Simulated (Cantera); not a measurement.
A closed system holds: 1 mol CCl4, 0.17 mol Si, held at 10.0 mbar.

These are equilibrium values from Cantera (NASA tables, ideal gas, pure condensed phases), not measurements of a reactor. Candidate condensed phases: C, Si, SiC; 24 gas species. The tables' values for SiCl, CCl are old estimates; treat these amounts as uncertain. The numbers say what is thermodynamically allowed, not how fast it happens. All values below are at 3323 K.

Base state: Cl 0.869, C3 0.0474, C 0.0332, Si 0.0290, C2 0.0125, SiC2 0.00717, SiCl 0.000604, C5 0.000353 (mole fractions); condensed: gas only.

**Question.** What changes in the equilibrium state with this change: Si from 0.17 to 0.062 mol?

**Answer.** 
```
species    before     after
-------  --------  --------
Cl          0.869     0.887
C3         0.0474    0.0511
C          0.0332    0.0340
Si         0.0290    0.0107
SiC2      0.00717   0.00277
C2         0.0125    0.0132
SiCl     0.000604  0.000227
SiC      0.000122   4.60e-5
SiCl2     5.93e-5   2.28e-5
C5       0.000353  0.000399
C4       0.000152  0.000168
```
